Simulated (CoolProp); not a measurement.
The fluid at 293.15 K and 1.37 MPa (liquid) is heated at constant pressure to 418.8 K. The same conditions are run with several fluids, on thermodynamics alone (safety and materials aside).

Computed with CoolProp (reference Helmholtz-energy equation of state of each fluid (chlorine: Thol 2021; R113: Marx 1992; R115: Lemmon 2016; ethanol: Schroeder 2014; octamethyltrisiloxane (MDM): Thol 2017)).

| fluid | heat (kJ/kg) | final phase | final density (kg/m³) |
|---|---|---|---|
| chlorine | [?] | gas | 29.6 |
| R113 | 124 | liquid | 1220 |
| R115 | [?] | gas | [?] |
| ethanol | 378 | liquid | [?] |
| octamethyltrisiloxane (MDM) | [?] | liquid | [?] |

Problem. What belongs in the gaps?

Solution. 
- chlorine, heat (kJ/kg): 315
- R115, heat (kJ/kg): 199
- R115, final density (kg/m³): 66.4
- ethanol, final density (kg/m³): 657
- octamethyltrisiloxane (MDM), heat (kJ/kg): 242
- octamethyltrisiloxane (MDM), final density (kg/m³): 689
